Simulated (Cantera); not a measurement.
Input: 1 mol Si3N4, 0.15 mol N2O, 430 mol N2, 0.018 mol H2O, held at 1673.15 K and 6.60 mbar.

Equilibrium computed with Cantera from the NASA thermochemical tables; the gas is ideal and each condensed phase is pure. Candidate condensed phases: H2O, Si, SiO2, Si2N2O, Si3N4; 35 gas species. Rates play no part.

Base state: N2 1.000, SiO 0.000390, H2 3.75e-5, Si 1.80e-5 (mole fractions); condensed: Si3N4(s).

### Question
What changes in the equilibrium state with this change: 0.39 mol CH4 added?

### Answer
```tsv
species	before	after
N2	1.000	0.998
H2	3.75e-5	0.00182
SiO	0.000390	0.000245
CO	0	0.000145
H	8.60e-6	5.98e-5
Si3N4(s), mol	0.941	0.854
SiC(s), mol	0	0.325
```
Mutual solubility and eutectic melting of coexisting phases are not modelled. Further candidate phases: C, C6H6, C7H8, C8H18, SiC.
